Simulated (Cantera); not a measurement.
A closed system holds: 1 mol SiC, 0.0049 mol O₂, 1.4 mol H₂, at 2075 K and 87.0 Pa.

Method: chemical equilibrium by Gibbs-energy minimisation in Cantera with the NASA 1993 tables (ideal gas, pure condensed phases). Gases not in the tables: Si₂H₆ and higher silanes. Equilibrium is a limit: real reactors are often held back by kinetics, nucleation or transport.

```
species             before     after
----------------  --------  --------
H₂                   0.897     0.985
H                   0.0855   0.00724
CO                 0.00651   0.00379
Si                 0.00857  0.000474
SiO                7.49e-5   0.00313
SiC₂              0.000476   3.66e-7
C₂H₂ (acetylene)   0.00107   1.63e-5
Si₂C              0.000319   1.76e-5
SiH₂               1.05e-5   9.79e-5
SiH               0.000137   9.84e-5
SiC(s), mol          0.985     0.995
```
Gas species are given as mole fractions.

### Question
Name the change that produced these shifts.
A) O₂ from 0.0049 to 0.66 mol
B) temperature from 2075 K to 1248.15 K
C) pressure from 87.0 Pa to 13300 Pa
D) O₂ from 0.0049 to 0.041 mol

### Answer
C, pressure from 87.0 Pa to 13300 Pa
